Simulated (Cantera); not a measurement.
# Cu + F2 + N2 (aluminium and copper etching)

Input: 1 mol Cu, 0.42 mol F2, a varied amount of N2, held at 63.0 Pa.

Cantera equilibrium calculation (NASA polynomials, part measured and part estimated; ideal gas, pure solids and liquids). Candidate condensed phases: Cu, CuF2; 11 gas species. Mutual solubility and eutectic melting of coexisting phases are not modelled. Rates play no part.

Problem. Map the stable condensed phases over T = 400, 450, 500, 550, 600, 650, 700, 750, 800, 850 °C and n(N2) in mol = 0.33, 0.6, 1.1, 1.9, 3.5, 6.3, 11, 21.

Solution. 
```
T in °C \ n(N2) in mol
         0.33  0.6  1.1  1.9  3.5  6.3   11   21
    850     A    A    A    A    A    A    A    A
    800     B    B    B    A    A    A    A    A
    750     B    B    B    B    B    B    A    A
    700     B    B    B    B    B    B    B    B
    650     B    B    B    B    B    B    B    B
    600     B    B    B    B    B    B    B    B
    550     B    B    B    B    B    B    B    B
    500     B    B    B    B    B    B    B    B
    450     B    B    B    B    B    B    B    B
    400     B    B    B    B    B    B    B    B
```
A: Cu; B: Cu + CuF2.
